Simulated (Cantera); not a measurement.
A Cantera script and what it prints.

```python
import numpy as np
import cantera as ct

gas_names = [...]  # 136 gases of nasa_gas.yaml made of C, H, N, O
cond_names = """
    C(gr) C6H6(L) C7H8(L) C8H18(L),n-octa H2O(s) H2O(L)
""".split()


# ... load() reads the species with a 1 bar reference pressure and builds the phases ...
atoms = {
    'C3H8': {'C': 3, 'H': 8},
    'O2': {'O': 2},
    'N2': {'N': 2},
}
top_T = {'C(gr)': 4500}  # K; cautious upper limits of use, not melting points


# ... equilibrate(T, P, feed) seeds the gas with the atoms and calls Mixture.equilibrate('TP', solver="vcs", rtol=1e-11, max_steps=5000) ...
results = []
feed = {'C3H8': 1, 'O2': 0.21, 'N2': 2.4}  # mol
P = 100000  # Pa
for T in [950, 1000, 1050, 1100, 1150, 1200, 1250, 1300, 1350, 1400, 1450]:
    mix = equilibrate(T, P, feed)
    results.append((T, P, feed, dict(zip(mix.species_names, mix.species_moles))))
    x = sorted(zip(gas.X, gas.species_names), reverse=True)
    print(f"T = {T:g} K  P = {P:g} Pa  gas = {mix.phase_moles(0):.4g} mol")
    print("   x: " + "  ".join(f"{s} {v:.3e}" for v, s in x if v > 1e-06))
    print("   condensed (mol): " + ("  ".join(f"{mix.phase(i).name} {mix.phase_moles(i):.4g}"
          for i in range(1, mix.n_phases) if mix.phase_moles(i) > 1e-12) or "none"))
```

Result:

```
T = 950 K  P = 100000 Pa  gas = 6.39 mol
   x: H2 5.166e-01  N2 3.755e-01  CH4 4.473e-02  CO 4.061e-02  H2O 1.960e-02  CO2 2.760e-03  NH3 1.876e-04
   condensed (mol): C(gr) 2.437
T = 1000 K  P = 100000 Pa  gas = 6.554 mol
   x: H2 5.430e-01  N2 3.661e-01  CO 5.039e-02  CH4 2.815e-02  H2O 1.081e-02  CO2 1.440e-03  NH3 1.409e-04  HCN 2.314e-06
   condensed (mol): C(gr) 2.476
T = 1050 K  P = 100000 Pa  gas = 6.658 mol
   x: H2 5.592e-01  N2 3.604e-01  CO 5.605e-02  CH4 1.790e-02  H2O 5.688e-03  CO2 6.717e-04  NH3 1.065e-04  HCN 4.993e-06
   condensed (mol): C(gr) 2.503
T = 1100 K  P = 100000 Pa  gas = 6.719 mol
   x: H2 5.689e-01  N2 3.571e-01  CO 5.890e-02  CH4 1.162e-02  H2O 2.998e-03  CO2 3.062e-04  NH3 8.149e-05  HCN 1.002e-05
   condensed (mol): C(gr) 2.524
T = 1150 K  P = 100000 Pa  gas = 6.755 mol
   x: H2 5.749e-01  N2 3.552e-01  CO 6.026e-02  CH4 7.736e-03  H2O 1.625e-03  CO2 1.433e-04  NH3 6.335e-05  HCN 1.889e-05
   condensed (mol): C(gr) 2.54
T = 1200 K  P = 100000 Pa  gas = 6.777 mol
   x: H2 5.786e-01  N2 3.541e-01  CO 6.092e-02  CH4 5.289e-03  H2O 9.147e-04  CO2 7.014e-05  NH3 5.006e-05  HCN 3.373e-05
   condensed (mol): C(gr) 2.551
T = 1250 K  P = 100000 Pa  gas = 6.791 mol
   x: H2 5.810e-01  N2 3.534e-01  CO 6.124e-02  CH4 3.711e-03  H2O 5.358e-04  HCN 5.746e-05  NH3 4.020e-05  CO2 3.609e-05
   condensed (mol): C(gr) 2.558
T = 1300 K  P = 100000 Pa  gas = 6.799 mol
   x: H2 5.825e-01  N2 3.529e-01  CO 6.141e-02  CH4 2.669e-03  H2O 3.261e-04  HCN 9.387e-05  NH3 3.276e-05  CO2 1.950e-05
   condensed (mol): C(gr) 2.564
T = 1350 K  P = 100000 Pa  gas = 6.805 mol
   x: H2 5.836e-01  N2 3.526e-01  CO 6.149e-02  CH4 1.963e-03  H2O 2.056e-04  HCN 1.478e-04  NH3 2.708e-05  CO2 1.103e-05  H 1.821e-06  HNC 1.452e-06
   condensed (mol): C(gr) 2.567
T = 1400 K  P = 100000 Pa  gas = 6.809 mol
   x: H2 5.842e-01  N2 3.524e-01  CO 6.154e-02  CH4 1.474e-03  HCN 2.252e-04  H2O 1.339e-04  NH3 2.267e-05  CO2 6.497e-06  H 3.718e-06  HNC 2.684e-06  C2H2,acetylene 1.472e-06
   condensed (mol): C(gr) 2.569
T = 1450 K  P = 100000 Pa  gas = 6.812 mol
   x: H2 5.847e-01  N2 3.522e-01  CO 6.156e-02  CH4 1.129e-03  HCN 3.330e-04  H2O 8.981e-05  NH3 1.920e-05  H 7.232e-06  HNC 4.753e-06  CO2 3.975e-06  C2H2,acetylene 2.851e-06
   condensed (mol): C(gr) 2.571
```

Equilibrium computed with Cantera from the NASA thermochemical tables; the gas is ideal and each condensed phase is pure.
